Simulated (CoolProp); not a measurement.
The numbers come from the reference Helmholtz-energy equation of state, McLinden 2020 in CoolProp.

Q: For R1336mzz(Z), give the phase and the Z, cp (kJ/(kg K)), cv (kJ/(kg K)), speed of sound (m/s) at 472.5 K and 79.5 bar; 239.3 K and 0.232 bar.

A: 
- 472.5 K and 79.5 bar: supercritical; Z 0.401, cp 1.62, cv 1.12, speed of sound 204
- 239.3 K and 0.232 bar: liquid; Z 0.00127, cp 1.10, cv 0.798, speed of sound 850
